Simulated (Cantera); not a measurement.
A freely propagating, adiabatic, planar premixed flame of CO : H2 : CH4 : O2 : N2 = 1 : 0.2 : 0.1 : 0.833 : 3.13 (molar parts), unburnt at 425 K and 518 Torr; mixture-averaged transport, grid criteria slope 0.08 and curve 0.16, no radiation.

Computed with Cantera and GRI-Mech 3.0 (53 species, 325 reactions). Burning velocities carry a grid error of a few per cent, more on coarse grids.

Question: Predict: laminar burning velocity; thermal thickness; peak x(O).

Answer: 
| Quantity | Value |
|---|---|
| laminar burning velocity | 122 cm/s |
| thermal thickness | 0.699 mm |
| peak x(O) | 0.0131 |
